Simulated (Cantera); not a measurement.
A Cantera script and what it prints.

```python
import numpy as np
import cantera as ct

gas_names = [...]  # 131 gases of nasa_gas.yaml made of C, H, O
cond_names = """
    C(gr) C6H6(L) C7H8(L) C8H18(L),n-octa H2O(s) H2O(L)
""".split()


# ... load() reads the species with a 1 bar reference pressure and builds the phases ...
atoms = {
    'CH3OH': {'C': 1, 'H': 4, 'O': 1},
    'H2O': {'H': 2, 'O': 1},
    'H2': {'H': 2},
}
top_T = {'C(gr)': 4500}  # K; cautious upper limits of use, not melting points


# ... equilibrate(T, P, feed) seeds the gas with the atoms and calls Mixture.equilibrate('TP', solver="vcs", rtol=1e-11, max_steps=5000) ...
results = []
feed = {'CH3OH': 1, 'H2O': 0.63, 'H2': 82}  # mol
P = 133.322  # Pa
for T in [2000, 2500, 3000, 3500, 4000, 4500, 5000]:
    mix = equilibrate(T, P, feed)
    results.append((T, P, feed, dict(zip(mix.species_names, mix.species_moles))))

top = {s: max(r[3][s] / sum(r[3][g] for g in gas_names) for r in results) for s in gas_names}
cols = sorted((s for s in top if top[s] > 0.001), key=lambda s: -top[s])[:5]
seen = [c for c in cond_names if any(r[3].get(c, 0) > 1e-12 for r in results)]
print("log10 of partial pressures in bar; condensed amounts in mol")
print(f"{'T/K':>10s}" + "".join(f"{s[:9]:>10s}" for s in cols + seen))
for T, P, feed, n in results:
    ng = sum(n[g] for g in gas_names)
    print(f"{T:10.4g}" + "".join(f"{np.log10(max(n[s] / ng * P / 1e5, 1e-99)):10.3f}" for s in cols)
          + "".join(f"{n.get(c, 0):10.4g}" for c in seen))
```

It prints:

```
log10 of partial pressures in bar; condensed amounts in mol
       T/K         H        H2        CO         O       H2O
      2000    -4.240    -2.903    -4.818    -8.833    -5.021
      2500    -3.188    -3.177    -4.930    -6.143    -5.256
      3000    -2.901    -4.198    -5.088    -5.328    -7.232
      3500    -2.881    -5.304    -5.106    -5.310    -9.585
      4000    -2.880    -6.164    -5.119    -5.291   -11.376
      4500    -2.880    -6.838    -5.334    -5.094   -12.593
      5000    -2.882    -7.380    -6.110    -4.926   -13.559
```

Cantera equilibrium calculation (NASA polynomials, part measured and part estimated; ideal gas, pure solids and liquids).
